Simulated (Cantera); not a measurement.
A perfectly stirred reactor is fed with CO : O2 : H2O : N2 = 0.003 : 0.053 : 0.017 : 1 (molar parts), equivalence ratio 0.028, at 101000 Pa; it is held at 1248 K, and followed from long to short residence time.

Cantera simulation using GRI-Mech 3.0 (53 species, 325 reactions); the numbers are that mechanism's predictions, not measurements.

x: mole fraction; the columns are a selection and need not sum to one.

| τ (s) | x CO | x O2 | x H2O | x OH | x HO2 | x NO |
|---|---|---|---|---|---|---|
| 0.38 | 9.42e-5 | 0.0481 | 0.0159 | 2.64e-5 | 5.05e-7 | 6.18e-8 |
| 0.18 | 0.000155 | 0.0481 | 0.0158 | 3.31e-5 | 7.82e-7 | 4.43e-8 |
| 0.083 | ? | 0.0482 | 0.0158 | ? | ? | ? |
| 0.039 | ? | 0.0482 | 0.0158 | ? | ? | ? |
| 0.018 | 0.000660 | 0.0483 | 0.0158 | 6.27e-5 | 2.44e-6 | 1.26e-8 |
| 0.0085 | 0.000996 | 0.0485 | 0.0158 | 7.41e-5 | 3.18e-6 | 8.07e-9 |
| 0.0040 | 0.00142 | 0.0487 | 0.0158 | 8.37e-5 | 3.89e-6 | 5.00e-9 |
| 0.0018 | 0.00192 | 0.0489 | 0.0158 | 8.73e-5 | 4.37e-6 | 2.53e-9 |
| 0.00086 | 0.00234 | 0.0491 | 0.0158 | 7.77e-5 | 4.31e-6 | 8.73e-10 |
| 0.00040 | 0.00266 | 0.0493 | 0.0158 | 4.37e-5 | 3.29e-6 | 8.61e-11 |

Q: Fill in the missing entries.

A: 
- 0.083, x CO: 0.000257
- 0.083, x OH: 4.16e-5
- 0.083, x HO2: 1.19e-6
- 0.083, x NO: 2.98e-8
- 0.039, x CO: 0.000415
- 0.039, x OH: 5.13e-5
- 0.039, x HO2: 1.74e-6
- 0.039, x NO: 1.96e-8
